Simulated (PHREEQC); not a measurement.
0.41 g of hydrous ferric oxide (600 m²/g; 0.2 weak and 0.005 strong sites per Fe, Dzombak-Morel constants, diffuse double layer) in 1 kg of water with 0.01 mol/kgw of an inert sodium salt, at 25 °C; the pH is set by adding NaOH or the inert anion's acid. Oxygen is held at 0.21 atm. The system is closed to CO2. No solid was allowed to form.

The numbers come from PHREEQC with the ion-association model, wateq4f.dat.

```tsv
pH	surface charge σ (C/m²)	surface potential ψ (mV)
3	0.325	203
3.67	0.256	(withheld)
4.33	(withheld)	175
5	0.114	(withheld)
5.67	0.067	125
6.33	0.036	95
7	(withheld)	61
7.67	0.006	24
8.33	(withheld)	-12
9	-0.013	(withheld)
9.67	-0.029	-84
10.33	(withheld)	-115
11	-0.100	-143
```

Question: Some entries are withheld; supply them.

Answer: 
- 3.67, surface potential ψ (mV): 193
- 4.33, surface charge σ (C/m²): 0.179
- 5, surface potential ψ (mV): 152
- 7, surface charge σ (C/m²): 0.017
- 8.33, surface charge σ (C/m²): -0.003
- 9, surface potential ψ (mV): -49
- 10.33, surface charge σ (C/m²): -0.055

The oxide is taken as insoluble; below pH 4 it would dissolve.
